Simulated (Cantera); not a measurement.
Charge: 1 mol C2F6, 0.93 mol Si, at 1598.15 K and 42.0 Pa.

Equilibrium computed with Cantera from the NASA thermochemical tables; the gas is ideal and each condensed phase is pure. Candidate condensed phases: C, Si, SiC; 23 gas species. The feed counts by its element totals alone. Gases not in the tables: C2F6 and larger saturated fluorocarbons. Kinetics and transport are ignored.

Base state: SiF4 0.617, CF4 0.375, CF2 0.00504, F 0.00250, CF3 0.000320 (mole fractions); condensed: C(graphite).

Question: What changes in the equilibrium state with this change: Si from 0.93 to 0.23 mol?

Answer: 
```json
[
 {"species": "CF4", "before": "0.375", "after": "0.836"},
 {"species": "SiF4", "before": "0.617", "after": "0.152"},
 {"species": "CF2", "before": "0.00504", "after": "0.00753"},
 {"species": "CF3", "before": "0.000320", "after": "0.000585"},
 {"species": "F", "before": "0.00250", "after": "0.00306"},
 {"species": "C(graphite), mol", "before": "1.43", "after": "0.725"}
]
```
